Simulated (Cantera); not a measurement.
An adiabatic, constant-pressure homogeneous reactor starts with 14.6 % CH4, 5.41 % CO, 16.8 % O2, 63.2 % N2, equivalence ratio 1.9, at 1775 K and 6.40 bar.

Computed with Cantera and GRI-Mech 3.0 (53 species, 325 reactions).

Q: Predict: time of steepest temperature rise; temperature at 6.00 s; equilibrium temperature; x(CO) at 6.00 s; x(O2) at 6.00 s; x(NO2) at 6.00 s.

A: 
| Property | Result |
|---|---|
| time of steepest temperature rise | 35.0 µs |
| temperature at 6.00 s | 2842 K |
| equilibrium temperature | 2842 K |
| x(CO) at 6.00 s | 0.151 (gas-phase equilibrium 0.151) |
| x(O2) at 6.00 s | 0.000149 (gas-phase equilibrium 0.000149) |
| x(NO2) at 6.00 s | 3.83e-8 (gas-phase equilibrium 3.83e-8) |
